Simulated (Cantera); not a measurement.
Input: 1 mol FeS, 4.8 mol O₂, a varied amount of N₂, equilibrated at 1723.15 K and 80.0 mbar.

Cantera equilibrium calculation (NASA polynomials, part measured and part estimated; ideal gas, pure solids and liquids). Candidate condensed phases: Fe, FeO, FeS, FeSO₄, FeS₂, Fe₂O₃, Fe₂(SO₄)₃, Fe₃O₄, S; 19 gas species. Kinetics and transport are ignored.

log p: log10 of the partial pressure in bar; n: condensed amount in mol.

```
n(N₂) (mol)  log p N₂  log p O₂  log p SO₂  log p NO  n Fe₃O₄(s)
-----------  --------  --------  ---------  --------  ----------
1.3             -1.72     -1.34      -1.83     -3.64       0.333
6.6             -1.31     -1.63      -2.13     -3.58       0.333
12              -1.23       [?]        [?]     -3.63       0.333
17              -1.19     -1.93      -2.42     -3.67       0.333
23              -1.17     -2.04      -2.53     -3.71       0.333
28              -1.16       [?]        [?]     -3.74       0.333
33              -1.15     -2.18      -2.67     -3.77       0.333
```

Question: Fill in the missing entries.

Answer: 
- 28, log p O₂: -2.11
- 28, log p SO₂: -2.60
- 12, log p O₂: -1.81
- 12, log p SO₂: -2.31
